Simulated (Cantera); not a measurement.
**Silicon oxide and oxynitride deposition: SiH4 + N2O**

Input: 1 mol SiH4, a varied amount of N2O, equilibrated at 1175 K and 0.0100 bar.

Equilibrium computed with Cantera from the NASA thermochemical tables; the gas is ideal and each condensed phase is pure. Candidate condensed phases: H2O, Si, SiO2, Si2N2O, Si3N4; 35 gas species. Mutual solubility and eutectic melting of coexisting phases are not modelled. The tables hold silica as quartz up to 1696 K and as liquid above; real silica turns to tridymite and cristobalite and melts near 1996 K. Kinetics and transport are ignored.

```json
[
 {"n(N2O) (mol)": "0.82", "x H2": "0.824", "x N2": "0.176", "x H2O": "3.13e-5", "x O2": "<1e-12", "x NO": "<1e-12", "n SiO2(β-quartz)": "0.213", "n Si2N2O(s)": "0.393"},
 {"n(N2O) (mol)": "1.3", "x H2": "0.652", "x N2": "0.348", "x H2O": "3.11e-5", "x O2": "<1e-12", "x NO": "<1e-12", "n SiO2(β-quartz)": "0.533", "n Si2N2O(s)": "0.233"},
 {"n(N2O) (mol)": "1.9", "x H2": "0.517", "x N2": "0.483", "x H2O": "2.75e-5", "x O2": "<1e-12", "x NO": "<1e-12", "n SiO2(β-quartz)": "0.933", "n Si2N2O(s)": "0.0334"},
 {"n(N2O) (mol)": "2.4", "x H2": "0.364", "x N2": "0.545", "x H2O": "0.0909", "x O2": "<1e-12", "x NO": "5.46e-12", "n SiO2(β-quartz)": "1.00", "n Si2N2O(s)": "0"},
 {"n(N2O) (mol)": "2.9", "x H2": "0.224", "x N2": "0.592", "x H2O": "0.184", "x O2": "<1e-12", "x NO": "1.86e-11", "n SiO2(β-quartz)": "1.00", "n Si2N2O(s)": "0"},
 {"n(N2O) (mol)": "3.5", "x H2": "0.0909", "x N2": "0.636", "x H2O": "0.273", "x O2": "<1e-12", "x NO": "7.07e-11", "n SiO2(β-quartz)": "1.00", "n Si2N2O(s)": "0"},
 {"n(N2O) (mol)": "4", "x H2": "1.11e-5", "x N2": "0.667", "x H2O": "0.333", "x O2": "5.00e-6", "x NO": "7.22e-7", "n SiO2(β-quartz)": "1.00", "n Si2N2O(s)": "0"},
 {"n(N2O) (mol)": "4.5", "x H2": "1.15e-7", "x N2": "0.667", "x H2O": "0.296", "x O2": "0.0370", "x NO": "6.21e-5", "n SiO2(β-quartz)": "1.00", "n Si2N2O(s)": "0"},
 {"n(N2O) (mol)": "5", "x H2": "7.72e-8", "x N2": "0.667", "x H2O": "0.267", "x O2": "0.0666", "x NO": "8.34e-5", "n SiO2(β-quartz)": "1.00", "n Si2N2O(s)": "0"},
 {"n(N2O) (mol)": "5.6", "x H2": "5.77e-8", "x N2": "0.667", "x H2O": "0.238", "x O2": "0.0952", "x NO": "9.96e-5", "n SiO2(β-quartz)": "1.00", "n Si2N2O(s)": "0"},
 {"n(N2O) (mol)": "6.1", "x H2": "4.82e-8", "x N2": "0.667", "x H2O": "0.219", "x O2": "0.115", "x NO": "0.000109", "n SiO2(β-quartz)": "1.00", "n Si2N2O(s)": "0"}
]
```
x: gas mole fraction; n: condensed amount in mol.

From 0.82 mol N2O to 1.9 mol N2O the condensed part is SiO2(β-quartz) + Si2N2O(s). From 2.4 mol N2O to 6.1 mol N2O the condensed part is SiO2(β-quartz).
